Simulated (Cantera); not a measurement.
# CaO + F2 + O2 (oxide etching and cleaning by halides)

Input: 1 mol CaO, 2.4 mol F2, a varied amount of O2, equilibrated at 1377 °C and 44.0 Pa.

Cantera equilibrium calculation (NASA polynomials, part measured and part estimated; ideal gas, pure solids and liquids). Candidate condensed phases: Ca, CaF2, CaO; 13 gas species. Rates play no part.

| n(O2) (mol) | log p O2 | log p F | log p CaF2 | log p O | log p F2 | n CaF2(s) |
|---|---|---|---|---|---|---|
| 2.2 | -3.71 | -3.69 | -4.42 | -6.44 | -8.78 | 0.476 |
| 2.6 | -3.68 | -3.72 | -4.42 | -6.42 | -8.84 | 0.437 |
| 3.1 | -3.65 | -3.76 | -4.42 | -6.41 | -8.91 | 0.390 |
| 3.7 | -3.62 | -3.79 | -4.42 | -6.40 | -8.99 | 0.333 |
| 4.4 | -3.59 | -3.84 | -4.42 | -6.38 | -9.07 | 0.266 |
| 5.3 | -3.57 | -3.88 | -4.42 | -6.37 | -9.17 | 0.180 |
| 6.3 | -3.55 | -3.93 | -4.42 | -6.36 | -9.26 | 0.0846 |
| 7.4 | -3.53 | -3.98 | -4.42 | -6.35 | -9.36 | 0 |
| 8.8 | -3.51 | -4.03 | -4.47 | -6.34 | -9.45 | 0 |
| 10 | -3.49 | -4.06 | -4.51 | -6.33 | -9.53 | 0 |
| 12 | -3.47 | -4.12 | -4.57 | -6.32 | -9.64 | 0 |
| 15 | -3.45 | -4.20 | -4.64 | -6.31 | -9.79 | 0 |
log p: log10 of the partial pressure in bar; n: condensed amount in mol.

From 2.2 mol O2 to 6.3 mol O2 the condensed part is CaF2(s). From 7.4 mol O2 to 15 mol O2 nothing is condensed. The main Ca-bearing gas is CaF2 throughout.
